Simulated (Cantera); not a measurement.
Thermodynamics of iron carbonyl, mercury and lead vapours, feed Pb + CO + N2

Input: 1 mol Pb, 1 mol CO, 0.56 mol N2.

These are equilibrium values from Cantera (NASA tables, ideal gas, pure condensed phases), not measurements of a reactor. Candidate condensed phases: C, Pb, PbO, PbO2, Pb3O4; 27 gas species. Rates play no part.

Stable condensed phases:

```
T in °C \ P in Pa
              10      32     100     320    1000    3200   10000   32000  100000  320000 1000000
   1277        A       A       A       A       A       A       A       B       C       C       C
   1202        A       A       A       A       A       A       B       C       C       C       C
   1127        A       A       A       A       A       B       C       C       C       C       C
   1052        A       A       A       A       B       B       C       C       C       C       C
    977        A       A       A       A       B       C       C       C       C       C       C
    902        A       A       A       B       C       C       C       C       C       C       C
    827        A       B       B       C       C       C       C       C       C       C       C
    752        B       B       C       C       C       C       C       C       C       C       C
    677        C       C       C       C       C       C       C       C       C       C       C
    602        C       C       C       C       C       C       C       C       C       C       C
    527        C       C       C       C       C       C       C       C       C       C       C
    452        C       C       C       C       C       C       C       C       C       C       C
```

A: gas only; B: Pb; C: C + Pb.
